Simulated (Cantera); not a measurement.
A freely propagating, adiabatic, planar premixed flame of 37.2 % CO, 2.12 % H₂, 14.1 % O₂, 46.6 % N₂, equivalence ratio 1.4, unburnt at 700 K and 1.01 bar; unity-Lewis-number transport, grid criteria slope 0.08 and curve 0.16, no radiation.

Computed with Cantera and GRI-Mech 3.0 (53 species, 325 reactions). Unity Lewis numbers drop preferential diffusion, which matters most where H2 and H carry the flame. Burning velocities carry a grid error of a few per cent, more on coarse grids.

Task: Predict: laminar burning velocity; thermal thickness; peak x(O); peak x(H); peak x(HO₂).

Result: 
- laminar burning velocity = 176 cm/s
- thermal thickness = 0.689 mm
- peak x(O) = 0.0271
- peak x(H) = 0.0187
- peak x(HO₂) = 0.000119
